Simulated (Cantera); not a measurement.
Cantera run:

```python
import numpy as np
import cantera as ct

gas_names = """
    CL CL2 H HCL H2 Si SiCL SiCL2 SiCL3 SiCL4 SiH SiHCL3 SiH2 SiH2CL2 SiH3 SiH3CL SiH4 Si2 Si3
""".split()
cond_names = """
    Si(cr) Si(L)
""".split()


def load(file, names, dense=False):
    # The tables refer to 1 bar. Condensed volumes are neglected.
    table = {s.name: s for s in ct.Species.list_from_file(file)}
    out = []
    for n in names:
        d = dict(table[n].input_data)
        d["thermo"] = dict(d["thermo"], **{"reference-pressure": 1e5})
        if dense:
            d["equation-of-state"] = {"model": "constant-volume", "density": "1e6 g/cm^3"}
        out.append(ct.Species.from_dict(d))
    return out


gas = ct.Solution(thermo="ideal-gas", species=load("nasa_gas.yaml", gas_names))
cond = {s.name: ct.Solution(thermo="fixed-stoichiometry", species=[s], name=s.name)
        for s in load("nasa_condensed.yaml", cond_names, dense=True)}
atoms = {
    'Si': {'Si': 1},
    'HCl': {'H': 1, 'CL': 1},
    'H2': {'H': 2},
}
top_T = {}  # K; cautious upper limits of use, not melting points


def equilibrate(T, P, feed):
    n = {}
    for name, mol in feed.items():
        for a, k in atoms[name].items():
            n[a] = n.get(a, 0.0) + k * mol
    gas.TPX = T, P, n
    mass = sum(n.values()) * gas.mean_molecular_weight
    gas.equilibrate("TP")
    valid = [c for c in cond.values() if c.min_temp <= T <= top_T.get(c.name, c.max_temp)]
    mix = ct.Mixture([(gas, mass / gas.mean_molecular_weight)] + [(c, 0.0) for c in valid])
    mix.T, mix.P = T, P
    mix.equilibrate("TP", solver="vcs", rtol=1e-11, max_steps=5000)
    return mix


results = []
feed = {'Si': 1, 'HCl': 30, 'H2': 4.5}  # mol
T = 1423  # K
P = 1333.22  # Pa
mix = equilibrate(T, P, feed)
results.append((T, P, feed, dict(zip(mix.species_names, mix.species_moles))))
x = sorted(zip(gas.X, gas.species_names), reverse=True)
print(f"T = {T:g} K  P = {P:g} Pa  gas = {mix.phase_moles(0):.4g} mol")
print("   x: " + "  ".join(f"{s} {v:.3e}" for v, s in x if v > 0.001))
print("   condensed (mol): " + ("  ".join(f"{mix.phase(i).name} {mix.phase_moles(i):.4g}"
      for i in range(1, mix.n_phases) if mix.phase_moles(i) > 1e-12) or "none"))
```

It prints:

```
T = 1423 K  P = 1333.22 Pa  gas = 33.79 mol
   x: HCL 7.866e-01  H2 1.837e-01  SiCL4 1.827e-02  SiCL2 5.816e-03  SiCL3 5.182e-03
   condensed (mol): none
```

Method: chemical equilibrium by Gibbs-energy minimisation in Cantera with the NASA 1993 tables (ideal gas, pure condensed phases). The tables' values for SiCl3 are old estimates; treat these amounts as uncertain.
